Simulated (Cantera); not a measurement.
Cantera with NASA thermochemical tables; ideal gases at 1 bar, condensed phases pure. Values are per mole of reaction as written; species without (g) are pure solids or liquids, kept so even where they would boil at 1 bar.

Task: Between 1050 and 2050 K, where is each reaction favourable under standard conditions?
- 2 CH4(g) ⇌ 2 H(g) + C2H6(g)
- 2 CH4(g) ⇌ C2H6(g) + H2(g)

Result: 
- 2 CH4(g) ⇌ 2 H(g) + C2H6(g): ΔG° is 397 kJ at 1050 K and 278 kJ at 2050 K; it stays positive (K < 1). ΔH° is 525 kJ and ΔS° 120 J/K at 2050 K.
- 2 CH4(g) ⇌ C2H6(g) + H2(g): ΔG° is 72 kJ at 1050 K and 70 kJ at 2050 K; it stays positive (K < 1). ΔH° is 71 kJ and ΔS° 0 J/K at 2050 K.
